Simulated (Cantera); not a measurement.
A freely propagating, adiabatic, planar premixed flame of H2 : O2 : N2 = 1 : 0.694 : 2.29 (molar parts), unburnt at 623 K and 0.120 bar; mixture-averaged transport, grid criteria slope 0.08 and curve 0.16, no radiation.

Cantera simulation using the H2/O2 subset of GRI-Mech 3.0, which has no nitrogen chemistry; the numbers are that mechanism's predictions, not measurements. Burning velocities carry a grid error of a few per cent, more on coarse grids.

Predict: laminar burning velocity; thermal thickness; peak x(H); peak x(OH); peak x(H2O2).


```
Item                        Result
------------------------  --------
laminar burning velocity  597 cm/s
thermal thickness          7.37 mm
peak x(H)                   0.0708
peak x(OH)                  0.0201
peak x(H2O2)               1.11e-6
```
